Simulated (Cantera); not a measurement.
A freely propagating, adiabatic, planar premixed flame of 12.8 % CH₄, 18.3 % O₂, 68.8 % N₂, unburnt at 548 K and 0.132 atm; mixture-averaged transport, grid criteria slope 0.08 and curve 0.16, no radiation.

Cantera simulation using GRI-Mech 3.0 (53 species, 325 reactions); the numbers are that mechanism's predictions, not measurements. Burning velocities carry a grid error of a few per cent, more on coarse grids.

Task: Predict: laminar burning velocity; thermal thickness; peak x(CH₂O); peak x(CH₂CO).

Result: 
```json
{
  "laminar_burning_velocity": "102 cm/s",
  "thermal_thickness": "2.58 mm",
  "peak x(CH₂O)": "0.00112",
  "peak x(CH₂CO)": "0.000238"
}
```
